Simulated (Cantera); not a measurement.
**Adiabatic ignition**

An adiabatic, constant-pressure homogeneous reactor starts with 28.9 % H2, 14.9 % O2, 56.2 % N2, equivalence ratio 0.97, at 1675 K and 0.987 atm.

Model: the H2/O2 subset of GRI-Mech 3.0, which has no nitrogen chemistry, integrated in Cantera.

| t (s) | T (K) | x H2 | x O2 | x O | x H | x OH | x H2O2 | x H2O |
|---|---|---|---|---|---|---|---|---|
| 1.00e-6 | 1675 | 0.289 | 0.149 | 4.75e-7 | 3.39e-6 | 4.99e-7 | 2.61e-8 | 2.04e-6 |
| 3.23e-6 | 1675 | 0.289 | 0.149 | 2.18e-5 | 0.000146 | 2.29e-5 | 1.88e-7 | 0.000164 |
| 1.04e-5 | 1892 | 0.0610 | 0.0397 | 0.0326 | 0.109 | 0.0241 | 9.62e-7 | 0.165 |
| 3.37e-5 | 2370 | 0.0626 | 0.0311 | 0.0243 | 0.0645 | 0.0349 | 2.89e-7 | 0.192 |
| 0.000109 | 2790 | 0.0549 | 0.0238 | 0.0144 | 0.0332 | 0.0378 | 3.55e-7 | 0.225 |
| 0.000352 | 2901 | 0.0511 | 0.0217 | 0.0118 | 0.0263 | 0.0371 | 5.14e-7 | 0.235 |
| 0.00114 | 2901 | 0.0511 | 0.0217 | 0.0118 | 0.0263 | 0.0371 | 5.15e-7 | 0.235 |
| 0.00367 | 2901 | 0.0511 | 0.0217 | 0.0118 | 0.0263 | 0.0371 | 5.15e-7 | 0.235 |
| 0.0119 | 2901 | 0.0511 | 0.0217 | 0.0118 | 0.0263 | 0.0371 | 5.15e-7 | 0.235 |
| 0.0383 | 2901 | 0.0511 | 0.0217 | 0.0118 | 0.0263 | 0.0371 | 5.15e-7 | 0.235 |
| 0.124 | 2901 | 0.0511 | 0.0217 | 0.0118 | 0.0263 | 0.0371 | 5.15e-7 | 0.235 |
| 0.400 | 2901 | 0.0511 | 0.0217 | 0.0118 | 0.0263 | 0.0371 | 5.15e-7 | 0.235 |
x: mole fraction; the columns are a selection and need not sum to one.

```yaml
time_of_steepest_temperature_rise: 7.86 µs
temperature at 0.400 s: 2901 K
equilibrium_temperature: 2901 K
x(H2) at 0.400 s: 0.0511 (gas-phase equilibrium 0.0511)
x(O2) at 0.400 s: 0.0217 (gas-phase equilibrium 0.0217)
x(O) at 0.400 s: 0.0118 (gas-phase equilibrium 0.0118)
```
